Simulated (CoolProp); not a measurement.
Methanol along the isobar 44100 kPa: Z from the reference equation and from simpler models built on Tc = 513.4 K, pc = 8216 kPa, ω = 0.565; each cubic takes its own stable root.

Model: reference Helmholtz-energy equation of state, de Reuck 1993, in CoolProp.

```json
[
 {"T (K)": "317.6", "phase": "liquid", "reference": "0.6633", "Redlich-Kwong": "0.9195", "Peng-Robinson": "0.7837"},
 {"T (K)": "335.6", "phase": "liquid", "reference": "0.6388", "Redlich-Kwong": "0.8875", "Peng-Robinson": "0.7549"},
 {"T (K)": "353.7", "phase": "liquid", "reference": "0.6173", "Redlich-Kwong": "0.8597", "Peng-Robinson": "0.7304"},
 {"T (K)": "371.7", "phase": "liquid", "reference": "0.5988", "Redlich-Kwong": "0.8360", "Peng-Robinson": "0.7101"},
 {"T (K)": "389.8", "phase": "liquid", "reference": "0.5827", "Redlich-Kwong": "0.8157", "Peng-Robinson": "0.6934"},
 {"T (K)": "407.8", "phase": "liquid", "reference": "0.5691", "Redlich-Kwong": "0.7986", "Peng-Robinson": "0.6803"},
 {"T (K)": "425.8", "phase": "liquid", "reference": "0.5579", "Redlich-Kwong": "0.7843", "Peng-Robinson": "0.6705"},
 {"T (K)": "443.9", "phase": "liquid", "reference": "0.5490", "Redlich-Kwong": "0.7726", "Peng-Robinson": "0.6642"},
 {"T (K)": "461.9", "phase": "liquid", "reference": "0.5424", "Redlich-Kwong": "0.7633", "Peng-Robinson": "0.6612"},
 {"T (K)": "480", "phase": "liquid", "reference": "0.5382", "Redlich-Kwong": "0.7562", "Peng-Robinson": "0.6618"},
 {"T (K)": "498", "phase": "liquid", "reference": "0.5365", "Redlich-Kwong": "0.7514", "Peng-Robinson": "0.6659"},
 {"T (K)": "516.1", "phase": "supercritical", "reference": "0.5376", "Redlich-Kwong": "0.7485", "Peng-Robinson": "0.6739"},
 {"T (K)": "534.1", "phase": "supercritical", "reference": "0.5417", "Redlich-Kwong": "0.7475", "Peng-Robinson": "0.6857"}
]
```
